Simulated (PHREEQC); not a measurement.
## Copper plating or etch bath

A solution holds 0.25 mol/kgw CuSO4, 0.049 mol/kgw HNO3 and 0.13 mol/kgw NaCl, at 25 °C. Closed to the air; pH follows from the charge balance.

The numbers come from PHREEQC with the ion-association model, phreeqc.dat.

Each row changes one thing in this solution. This is a speciation only: nothing precipitates in the calculation.

```json
[
 {"case": "as made", "pH": "1.89", "ionic strength (mol/kgw)": "0.655", "Cl- (mol/kgw)": "0.119", "Na+ (mol/kgw)": "0.118", "CuSO4 (mol/kgw)": "0.104", "HSO4- (mol/kgw)": "0.0319", "SI of Halite (NaCl)": "-3.76"},
 {"case": "HNO3 from 0.049 to 0.0098 mol/kgw", "pH": "___", "ionic strength (mol/kgw)": "___", "Cl- (mol/kgw)": "0.120", "Na+ (mol/kgw)": "0.117", "CuSO4 (mol/kgw)": "0.114", "HSO4- (mol/kgw)": "0.00670", "SI of Halite (NaCl)": "-3.77"},
 {"case": "temperature from 25 to 20 °C", "pH": "1.86", "ionic strength (mol/kgw)": "0.661", "Cl- (mol/kgw)": "0.121", "Na+ (mol/kgw)": "0.118", "CuSO4 (mol/kgw)": "0.104", "HSO4- (mol/kgw)": "0.0308", "SI of Halite (NaCl)": "-3.75"},
 {"case": "0.011 mol/kgw Ca(OH)2 added", "pH": "___", "ionic strength (mol/kgw)": "0.663", "Cl- (mol/kgw)": "0.120", "Na+ (mol/kgw)": "0.118", "CuSO4 (mol/kgw)": "0.107", "HSO4- (mol/kgw)": "0.0176", "SI of Halite (NaCl)": "-3.77"},
 {"case": "NaCl from 0.13 to 0.26 mol/kgw", "pH": "1.87", "ionic strength (mol/kgw)": "0.794", "Cl- (mol/kgw)": "0.239", "Na+ (mol/kgw)": "0.237", "CuSO4 (mol/kgw)": "0.0915", "HSO4- (mol/kgw)": "0.0309", "SI of Halite (NaCl)": "-3.17"},
 {"case": "NaCl from 0.13 to 0.117 mol/kgw", "pH": "1.89", "ionic strength (mol/kgw)": "0.641", "Cl- (mol/kgw)": "0.107", "Na+ (mol/kgw)": "0.106", "CuSO4 (mol/kgw)": "0.105", "HSO4- (mol/kgw)": "0.0320", "SI of Halite (NaCl)": "-3.85"},
 {"case": "NaCl from 0.13 to 0.65 mol/kgw", "pH": "1.81", "ionic strength (mol/kgw)": "1.18", "Cl- (mol/kgw)": "0.598", "Na+ (mol/kgw)": "0.598", "CuSO4 (mol/kgw)": "0.0640", "HSO4- (mol/kgw)": "0.0279", "SI of Halite (NaCl)": "-2.37"}
]
```

Fill in the missing entries.


- HNO3 from 0.049 to 0.0098 mol/kgw, pH: 2.63
- HNO3 from 0.049 to 0.0098 mol/kgw, ionic strength (mol/kgw): 0.624
- 0.011 mol/kgw Ca(OH)2 added, pH: 2.17

The ionic strength passes 0.7 mol/kgw, the rough limit of the ion-association models, in NaCl from 0.13 to 0.26 mol/kgw; NaCl from 0.13 to 0.65 mol/kgw.
